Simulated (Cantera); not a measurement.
## AlCl3 + O2 + H2 (aluminium nitride and oxide growth)

Feed: 1 mol AlCl3, 24 mol O2, 3 mol H2, at 1.35 Torr.

Cantera equilibrium calculation (NASA polynomials, part measured and part estimated; ideal gas, pure solids and liquids). Candidate condensed phases: Al, AlCl3, Al2O3, H2O; 29 gas species. The numbers say what is thermodynamically allowed, not how fast it happens.

```tsv
T (°C)	x O2	x HCl	x H2O	x Cl	x O	x OH	n Al2O3(s)
952	0.832	0.106	0.0581	0.00376	9.04e-7	2.18e-5	0.500
1027	0.830	0.104	0.0591	0.00627	3.80e-6	5.52e-5	0.500
1102	0.829	0.101	0.0605	0.00971	1.37e-5	0.000127	0.500
1177	0.827	0.0962	0.0625	0.0141	4.30e-5	0.000270	0.500
1252	0.824	0.0909	0.0648	0.0193	0.000121	0.000533	0.500
1327	0.821	0.0849	0.0674	0.0252	0.000310	0.000992	0.500
1402	0.817	0.0784	0.0700	0.0316	0.000728	0.00175	0.500
1477	0.813	0.0717	0.0725	0.0381	0.00159	0.00293	0.500
1552	0.808	0.0649	0.0746	0.0446	0.00326	0.00470	0.500
1627	0.801	0.0582	0.0760	0.0509	0.00629	0.00723	0.500
1702	0.792	0.0517	0.0765	0.0567	0.0116	0.0107	0.500
1777	0.779	0.0455	0.0757	0.0621	0.0202	0.0152	0.500
1852	0.761	0.0396	0.0732	0.0668	0.0340	0.0209	0.499
```
x: gas mole fraction; n: condensed amount in mol.

From 952 °C to 1852 °C the condensed part is Al2O3(s).
